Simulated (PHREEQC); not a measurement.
# Buffer (model solution)

Solution (20 °C): 0.0043 mol/kgw KHCO3 and 0.0003 mol/kgw K2HPO4. Closed to the air; pH follows from the charge balance.

Equilibrium calculation in PHREEQC: ion-association model, wateq4f.dat.

No solid was allowed to form.

Q: What pH does the model give?

A: pH 8.38.

Q: In which forms is C present?

A: HCO3- 98 %, CO3-2 1.2 %, CO2 0.9 % of the C.

Complexes and solids missing from the database can't appear. H3PO4, which wateq4f.dat lacks, is added to it with the constant of phreeqc.dat.
